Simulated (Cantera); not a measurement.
A Cantera script and what it prints.

```python
import numpy as np
import cantera as ct

gas_names = """
    CL CL2 H HCL H2 Si SiCL SiCL2 SiCL3 SiCL4 SiH SiHCL3 SiH2 SiH2CL2 SiH3 SiH3CL SiH4 Si2 Si3
""".split()
cond_names = """
    Si(cr) Si(L)
""".split()


# ... load() reads the species with a 1 bar reference pressure and builds the phases ...
atoms = {
    'Si': {'Si': 1},
    'Cl2': {'CL': 2},
    'H2': {'H': 2},
}
top_T = {}  # K; cautious upper limits of use, not melting points


# ... equilibrate(T, P, feed) seeds the gas with the atoms and calls Mixture.equilibrate('TP', solver="vcs", rtol=1e-11, max_steps=5000) ...
results = []
feed = {'Si': 1, 'Cl2': 2.9, 'H2': 8.7}  # mol
P = 39000  # Pa
for T in [1200, 1250, 1300, 1350, 1400, 1450, 1500, 1550, 1600, 1650]:
    mix = equilibrate(T, P, feed)
    results.append((T, P, feed, dict(zip(mix.species_names, mix.species_moles))))

top = {s: max(r[3][s] / sum(r[3][g] for g in gas_names) for r in results) for s in gas_names}
cols = sorted((s for s in top if top[s] > 1e-05), key=lambda s: -top[s])[:7]
seen = [c for c in cond_names if any(r[3].get(c, 0) > 1e-12 for r in results)]
print("log10 of partial pressures in bar; condensed amounts in mol")
print(f"{'T/K':>10s}" + "".join(f"{s[:9]:>10s}" for s in cols + seen))
for T, P, feed, n in results:
    ng = sum(n[g] for g in gas_names)
    print(f"{T:10.4g}" + "".join(f"{np.log10(max(n[s] / ng * P / 1e5, 1e-99)):10.3f}" for s in cols)
          + "".join(f"{n.get(c, 0):10.4g}" for c in seen))
```

Result:

```
log10 of partial pressures in bar; condensed amounts in mol
       T/K        H2       HCL     SiCL4     SiCL2     SiCL3    SiHCL3   SiH2CL2
      1200    -0.550    -1.148    -1.495    -3.599    -3.019    -2.462    -4.311
      1250    -0.553    -1.135    -1.522    -3.143    -2.760    -2.389    -4.123
      1300    -0.558    -1.115    -1.564    -2.755    -2.546    -2.348    -3.983
      1350    -0.565    -1.089    -1.624    -2.438    -2.380    -2.343    -3.897
      1400    -0.574    -1.057    -1.708    -2.188    -2.262    -2.375    -3.864
      1450    -0.585    -1.025    -1.817    -1.997    -2.188    -2.442    -3.877
      1500    -0.596    -0.994    -1.953    -1.855    -2.155    -2.539    -3.924
      1550    -0.606    -0.968    -2.113    -1.750    -2.154    -2.661    -3.997
      1600    -0.615    -0.948    -2.295    -1.675    -2.180    -2.802    -4.086
      1650    -0.622    -0.933    -2.491    -1.621    -2.227    -2.954    -4.185
```

Equilibrium computed with Cantera from the NASA thermochemical tables; the gas is ideal and each condensed phase is pure. The tables' values for SiCl3 are old estimates; treat these amounts as uncertain.
